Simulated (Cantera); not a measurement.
Charge: 1 mol CuF2, 13 mol H2O, 260 mol N2, at 1330 Pa.

Cantera equilibrium calculation (NASA polynomials, part measured and part estimated; ideal gas, pure solids and liquids). Candidate condensed phases: Cu, CuF2, CuO, Cu(OH)2, Cu2O, H2O; 45 gas species. Kinetics and transport are ignored.

Task: Which condensed phases are stable at each of these points (T (K)): 1500, 1525, 1550, 1575, 1600, 1625, 1650, 1675?

Result: 
```json
[
 {"T (K)": "1500", "condensed phases": "Cu(l)", "Cu condensed (%)": "77.9"},
 {"T (K)": "1525", "condensed phases": "Cu(l)", "Cu condensed (%)": "68.4"},
 {"T (K)": "1550", "condensed phases": "Cu(l)", "Cu condensed (%)": "54.8"},
 {"T (K)": "1575", "condensed phases": "Cu(l)", "Cu condensed (%)": "35.7"},
 {"T (K)": "1600", "condensed phases": "Cu(l)", "Cu condensed (%)": "8.9"},
 {"T (K)": "1625", "condensed phases": "gas only", "Cu condensed (%)": "0.0"},
 {"T (K)": "1650", "condensed phases": "gas only", "Cu condensed (%)": "0.0"},
 {"T (K)": "1675", "condensed phases": "gas only", "Cu condensed (%)": "0.0"}
]
```

From 1500 K to 1600 K the condensed part is Cu(l). From 1625 K to 1675 K nothing is condensed.
